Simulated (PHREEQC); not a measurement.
**Nickel, zinc or cadmium bath: an equilibrium model**

Make-up at 25 °C: 0.0036 mol NiSO4, 0.3 mol H3BO3 and 4.6e-05 mol MnSO4 per kg of water. Closed to the air; pH follows from the charge balance.

Equilibrium calculation in PHREEQC: ion-association model, wateq4f.dat.

Each row changes one thing in this solution. Precipitation was switched off in this run.

```
case                                   pH  ionic strength (mol/kgw)  SO4-2 (mol/kgw)  Ni+2 (mol/kgw)  NiSO4 (mol/kgw)  Mn+2 (mol/kgw)  SI of Morenosite (NiSO4:7H2O)  SI of Ni(OH)2 (Ni(OH)2)
-----------------------------------  ----  ------------------------  ---------------  --------------  ---------------  --------------  -----------------------------  -----------------------
as made                              4.91                    0.0118          0.00294         0.00291         0.000692         3.76e-5                          -3.10                    -3.71
NiSO4 from 0.0036 to 0.0054 mol/kgw  4.92                (withheld)          0.00420         0.00417          0.00123         3.60e-5                          -2.86                    -3.56
0.48 mol/kgw HBr added               0.44                     0.486         0.000302      (withheld)          7.89e-6         4.59e-5                          -5.05               (withheld)
diluted 100-fold with water          5.88                (withheld)          3.62e-5         3.58e-5          2.26e-7         4.57e-7                          -6.58                    -3.51
H3BO3 left out                       6.32                    0.0118       (withheld)         0.00291         0.000692         3.76e-5                          -3.09                    -0.89
```

Problem. Complete the blanks.

Solution. 
- NiSO4 from 0.0036 to 0.0054 mol/kgw, ionic strength (mol/kgw): 0.0168
- 0.48 mol/kgw HBr added, Ni+2 (mol/kgw): 0.00250
- 0.48 mol/kgw HBr added, SI of Ni(OH)2 (Ni(OH)2): -13.09
- diluted 100-fold with water, ionic strength (mol/kgw): 0.000146
- H3BO3 left out, SO4-2 (mol/kgw): 0.00295
